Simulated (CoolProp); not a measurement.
Vapour pressure (kPa) of chlorine: the reference equation beside estimates from Tc = 143.7 °C, pc = 7642 kPa, ω = 0.070. Clausius-Clapeyron is anchored at -55.35 °C with a constant enthalpy of vaporisation of 21.18 kJ/mol.

The numbers come from the reference Helmholtz-energy equation of state, Thol 2021 in CoolProp.

```csv
T (°C),reference,Lee-Kesler,Clausius-Clapeyron,van der Waals,Redlich-Kwong,Soave-Redlich-Kwong,Peng-Robinson
-80.65,7.286,8.023,7.641,121.5,5.336,7.855,8.706
-74.35,11.29,12.24,11.62,153.1,8.736,12.04,13.18
-67.95,17.06,18.26,17.33,190.9,13.86,18.03,19.51
-61.65,24.93,26.40,25.09,234.3,21.09,26.14,28.00
-55.35,35.54,37.29,35.54,284.3,31.11,36.99,39.27
-49.05,49.54,51.57,49.38,341.5,44.65,51.23,53.95
-42.75,67.64,69.96,67.38,406.3,62.51,69.57,72.72
-36.45,90.65,93.24,90.43,479.3,85.58,92.79,96.35
-30.05,120.0,122.8,120.1,562.2,115.3,122.2,126.2
-23.75,155.6,158.6,156.4,652.9,151.8,158.0,162.1
-17.45,198.9,202.0,201.2,753.2,196.6,201.3,205.6
-11.15,251.0,254.1,255.7,863.4,250.7,253.3,257.6
-4.85,313.0,315.9,321.2,984.0,315.2,315.0,319.1
1.45,385.9,388.4,399.4,1115,391.4,387.6,391.3
7.85,472.5,474.3,493.4,1260,482.0,473.6,476.6
```

Absolute difference from the reference over all 15 rows, mean and median: Lee-Kesler 3.7 and 2.9 %, Clausius-Clapeyron 1.7 and 1.2 %, van der Waals 578.8 and 428.7 %, Redlich-Kwong 8.7 and 5.6 %, Soave-Redlich-Kwong 3.0 and 2.4 %, Peng-Robinson 7.7 and 6.3 %.
